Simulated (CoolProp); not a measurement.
Saturation properties of ethanol.

Values from CoolProp's reference Helmholtz-energy equation of state, Schroeder 2014.

| T (K) | p (kPa) | vapour density (kg/m³) | liquid viscosity (µPa s) |
|---|---|---|---|
| 241.7 | 0.1266 | 0.002902 | 3930 |
| 259 | 0.5566 | 0.01192 | 2530 |
| 276.3 | 1.994 | 0.04006 | 1700 |
| 293.5 | 6.000 | 0.1138 | 1180 |
| 310.8 | 15.82 | 0.2847 | 854 |
| 328.1 | 37.14 | 0.6377 | 634 |
| 345.4 | 79.03 | 1.304 | 483 |
| 362.7 | 154.7 | 2.470 | 375 |
| 380 | 282.1 | 4.393 | 296 |
| 397.2 | 482.4 | 7.391 | 236 |

It boils at 351.6 K under 1 atm.

Viscosity comes from a separate model (Kiselev 2005).
